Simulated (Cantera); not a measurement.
Standard-state values (1 bar) from the NASA 1993 polynomials, evaluated with Cantera. Values are per mole of reaction as written; species without (g) are pure solids or liquids, kept so even where they would boil at 1 bar.

### Question
Between 1425 and 2025 K, where is each reaction favourable under standard conditions?
- 2 H(g) + SrCl2 ⇌ 2 HCl(g) + Sr

### Answer
- 2 H(g) + SrCl2 ⇌ 2 HCl(g) + Sr: ΔG° is 133 kJ at 1425 K and 131 kJ at 2025 K; it stays positive (K < 1). ΔH° is 122 kJ and ΔS° -5 J/K at 2025 K.
